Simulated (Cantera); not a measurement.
Charge: 1 mol SiCl₄, 25 mol H₂O, equilibrated at 1350 °C and 13300 Pa.

Method: chemical equilibrium by Gibbs-energy minimisation in Cantera with the NASA 1993 tables (ideal gas, pure condensed phases). Candidate condensed phases: H₂O, Si, SiO₂; 30 gas species. The tables hold silica as quartz up to 1696 K and as liquid above; real silica turns to tridymite and cristobalite and melts near 1996 K. Gases not in the tables: Si(OH)₄. The numbers say what is thermodynamically allowed, not how fast it happens.

Base state: H₂O 0.850, HCl 0.147, H₂ 0.00110, Cl 0.000662, O₂ 0.000334, OH 0.000203 (mole fractions); condensed: SiO₂(β-quartz).

**Question.** What changes in the equilibrium state with this change: pressure from 13300 Pa to 5.80 Pa?

**Answer.** 
```tsv
species	before	after
H₂O	0.850	0.831
HCl	0.147	0.138
H₂	0.00110	0.0141
SiO	<1e-9	1.33e-5
O	9.53e-7	0.000167
H	6.29e-6	0.00108
O₂	0.000334	0.00449
OH	0.000203	0.00266
SiO₂(β-quartz), mol	1.00	1.000
```

**Question.** What changes in the equilibrium state with this change: temperature from 1350 °C to 900 °C?

**Answer.** 
```json
[
 {"species": "H₂O", "before": "0.850", "after": "0.852"},
 {"species": "HCl", "before": "0.147", "after": "0.148"},
 {"species": "Cl", "before": "0.000662", "after": "1.22e-5"},
 {"species": "H₂", "before": "0.00110", "after": "1.19e-5"},
 {"species": "OH", "before": "0.000203", "after": "5.52e-7"},
 {"species": "O₂", "before": "0.000334", "after": "1.98e-6"},
 {"species": "SiO₂(β-quartz), mol", "before": "1.00", "after": "1.00"}
]
```
